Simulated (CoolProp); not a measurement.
Vapour-liquid equilibrium of cyclohexane (1) + n-dodecane (2) at 512 kPa; x and y are mole fractions of (1).

The numbers come from the multi-fluid Helmholtz-energy mixture model, Zhou 2014 and Lemmon 2004; pair parameters Bell 2016 in CoolProp.

| x | bubble temperature (K) | y at the bubble point | dew temperature at overall composition x (K) | liquid density (mol/L) |
|---|---|---|---|---|
| 0.05 | 558.8 | 0.192 | (withheld) | 3.132 |
| 0.125 | 539.8 | 0.444 | 563.3 | 3.396 |
| 0.2 | 521.3 | 0.633 | 558.3 | 3.670 |
| 0.275 | 504.1 | 0.763 | 553.0 | 3.952 |
| 0.35 | 488.9 | (withheld) | 547.4 | 4.241 |
| 0.425 | 475.7 | 0.901 | 541.4 | 4.541 |
| 0.5 | 464.3 | 0.935 | 534.8 | 4.854 |
| 0.575 | 454.5 | 0.958 | 527.5 | 5.186 |
| 0.65 | 446.1 | 0.973 | 519.3 | (withheld) |
| 0.725 | 438.8 | 0.983 | 509.7 | 5.925 |
| 0.8 | 432.5 | (withheld) | 497.9 | 6.346 |
| 0.875 | 427.0 | 0.995 | (withheld) | 6.809 |
| 0.95 | (withheld) | 0.998 | 458.3 | 7.325 |

**Question.** Fill in the missing entries.

**Answer.** 
- 0.05, dew temperature at overall composition x (K): 568.1
- 0.35, y at the bubble point: 0.847
- 0.65, liquid density (mol/L): 5.541
- 0.8, y at the bubble point: 0.990
- 0.875, dew temperature at overall composition x (K): 482.5
- 0.95, bubble temperature (K): 422.2

No azeotrope shows between x = 0.05 and 0.95.

The pair parameters rest on a limited set of measurements; away from them the model extrapolates.
